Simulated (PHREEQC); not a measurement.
Solution (19 °C): 0.0028 mol/kgw NaHSO4. It is in equilibrium with CO2 at log p = -3.5 (atm). Otherwise closed; pH follows from the charge balance.

Equilibrium calculation in PHREEQC: ion-association model, wateq4f.dat.

Precipitation was switched off in this run.

Problem. Order these S species by the share of S that they hold, largest first: SO4-2, NaSO4-, HSO4-.

Solution. SO4-2 (86 %), HSO4- (13 %), NaSO4- (0.81 %)

The pH is 2.65 and the ionic strength 0.00764 mol/kgw.
